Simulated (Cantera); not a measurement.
**Thermodynamics of silicon carbide growth, feed CH3SiH3 + H2 + C2H4 + N2**

Charge: 1 mol CH3SiH3, 440 mol H2, 0.011 mol C2H4, 0.00095 mol N2, at 1.33 mbar.

Equilibrium computed with Cantera from the NASA thermochemical tables; the gas is ideal and each condensed phase is pure. Candidate condensed phases: C, C6H6, C7H8, C8H18, Si, SiC, Si3N4; 105 gas species. The feed counts by its element totals alone. Equilibrium is a limit: real reactors are often held back by kinetics, nucleation or transport.

```
T (°C)  log p H2  log p H  log p CH4  log p C2H2 (acetylene)  log p Si  log p HCN  log p N2  log p SiH  n SiC(s)  n C(graphite)
------  --------  -------  ---------  ----------------------  --------  ---------  --------  ---------  --------  -------------
800        -2.88    -9.29      -7.18                  -11.20      <-14     -10.61     -8.55       <-14      1.00              0
850        -2.88    -8.81      -7.28                  -10.53      <-14     -10.24     -8.55       <-14      1.00        0.00463
900        -2.88    -8.37      -7.46                  -10.09      <-14      -9.97     -8.55       <-14      1.00         0.0104
950        -2.88    -7.96      -7.63                   -9.68    -14.21      -9.74     -8.56     -14.53      1.00         0.0139
1000       -2.88    -7.58      -7.78                   -9.31    -13.33      -9.52     -8.57     -13.79      1.00         0.0160
1050       -2.88    -7.24      -7.92                   -8.96    -12.53      -9.32     -8.58     -13.10      1.00         0.0171
1100       -2.88    -6.92      -8.05                   -8.64    -11.78      -9.14     -8.60     -12.47     1.000         0.0172
1150       -2.88    -6.62      -8.17                   -8.34    -11.09      -8.98     -8.63     -11.88     1.000         0.0163
1200       -2.88    -6.34      -8.28                   -8.06    -10.45      -8.83     -8.67     -11.33     1.000         0.0140
1250       -2.88    -6.07      -8.39                   -7.80     -9.84      -8.71     -8.73     -10.81     1.000        0.00955
1300       -2.88    -5.83      -8.49                   -7.56     -9.28      -8.60     -8.80     -10.34     1.000        0.00196
1350       -2.88    -5.60      -8.66                   -7.50     -8.67      -8.57     -8.83      -9.80     0.999              0
1400       -2.88    -5.38      -8.83                   -7.45     -8.09      -8.54     -8.86      -9.30     0.997              0
1450       -2.88    -5.18      -8.96                   -7.35     -7.57      -8.49     -8.92      -8.85     0.990              0
```
log p: log10 of the partial pressure in bar; n: condensed amount in mol.

At 800 °C the condensed part is SiC(s). From 850 °C to 1300 °C the condensed part is C(graphite) + SiC(s). From 1350 °C to 1450 °C the condensed part is SiC(s).
